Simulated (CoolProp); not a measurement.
Vapour-liquid equilibrium of R22 (1) + n-pentane (2) at 21.05 °C; x and y are mole fractions of (1).

Computed with CoolProp (multi-fluid Helmholtz-energy mixture model, Kamei 1995 and Thol 2019; pair parameters Bell 2016).

```tsv
x	bubble pressure (MPa)	y at the bubble point	dew pressure at overall composition x (MPa)	liquid density (mol/L)
0.05	0.1373	0.578	0.06198	8.837
0.2	0.3416	0.842	0.07349	9.389
0.35	0.4940	___	0.09016	9.997
0.5	0.6053	0.927	0.1165	10.68
0.65	0.6959	0.946	___	11.46
0.8	0.7863	0.964	0.2765	12.38
0.95	0.8944	0.989	___	13.51
```

Question: Fill in the missing entries.

Answer: 
- 0.35, y at the bubble point: 0.900
- 0.65, dew pressure at overall composition x (MPa): 0.1642
- 0.95, dew pressure at overall composition x (MPa): 0.7168

No azeotrope shows between x = 0.05 and 0.95.

The pair parameters rest on a limited set of measurements; away from them the model extrapolates.
